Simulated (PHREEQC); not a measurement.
Solution A (0.00074 mol CaSO4 per kg of water) is mixed with solution B (180 mmol/kgw HF and 4.2 mmol/kgw CsF) at 25 °C; shares are by mass of water, 1 kg in all. O2 is buffered at 0.21 atm. No CO2 enters from the air. Only these solids could form: Gypsum, Fluorite, Portlandite.

Model: ion-association model, wateq4f.dat, run in PHREEQC.

Predict pH at share of solution B = 0.2, 0.5, 0.7.


```json
[
 {"share of solution B": "0.2", "pH": "2.34"},
 {"share of solution B": "0.5", "pH": "2.19"},
 {"share of solution B": "0.7", "pH": "2.13"}
]
```

wateq4f.dat counts part of the HF as a dimer, H2F2, which phreeqc.dat doesn't know; its constant is uncertain.
